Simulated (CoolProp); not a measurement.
Vapour-liquid equilibrium of propane (1) + isohexane (2) at 58.35 °C; x and y are mole fractions of (1).

Values from CoolProp's multi-fluid Helmholtz-energy mixture model, Lemmon 2009 and Lemmon 2006; pair parameters Bell 2016.

Give the bubble pressure and the first vapour's composition at x = 0.2, 0.35, 0.65. Is there an azeotrope?

x = 0.2: 0.4287 MPa, y = 0.797; x = 0.35: 0.6890 MPa, y = 0.885; x = 0.65: 1.246 MPa, y = 0.955. No azeotrope shows between x = 0.05 and 0.95.

The pair parameters rest on a limited set of measurements; away from them the model extrapolates.
